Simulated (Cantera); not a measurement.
# SiO2 + N2 (sublimation and decomposition of ceramics)

Charge: 1 mol SiO2, 0.24 mol N2, held at 6.60 bar.

These are equilibrium values from Cantera (NASA tables, ideal gas, pure condensed phases), not measurements of a reactor. Candidate condensed phases: Si, SiO2, Si2N2O, Si3N4; 16 gas species. The tables hold silica as quartz up to 1696 K and as liquid above; real silica turns to tridymite and cristobalite and melts near 1996 K. The numbers say what is thermodynamically allowed, not how fast it happens.

```csv
T (°C),x N2,x SiO,x NO,x O,x O2,x SiO2,n SiO2(β-quartz),n SiO2(condensed),n SiO2(l)
1275,1.00,2.27e-9,2.27e-9,1.79e-12,<1e-12,1.41e-12,1.00,0,0
1325,1.00,6.64e-9,6.62e-9,7.74e-12,1.97e-12,5.91e-12,1.00,0,0
1375,1.00,1.81e-8,1.81e-8,3.07e-11,9.68e-12,2.27e-11,1.00,0,0
1425,1.00,4.67e-8,4.65e-8,1.12e-10,4.32e-11,8.05e-11,0,1.00,0
1475,1.00,1.13e-7,1.12e-7,3.76e-10,1.73e-10,2.61e-10,0,1.00,0
1525,1.000,2.60e-7,2.57e-7,1.18e-9,6.42e-10,7.90e-10,0,1.00,0
1575,1.000,5.70e-7,5.62e-7,3.46e-9,2.21e-9,2.25e-9,0,1.00,0
1625,1.000,1.20e-6,1.18e-6,9.60e-9,7.07e-9,6.04e-9,0,1.00,0
1675,1.000,2.44e-6,2.37e-6,2.52e-8,2.12e-8,1.54e-8,0,1.000,0
1725,1.000,4.77e-6,4.59e-6,6.29e-8,6.01e-8,3.74e-8,0,0,1.000
```
x: gas mole fraction; n: condensed amount in mol.

From 1275 °C to 1375 °C the condensed part is SiO2(β-quartz). From 1425 °C to 1675 °C the condensed part is SiO2(condensed). At 1725 °C the condensed part is SiO2(l).
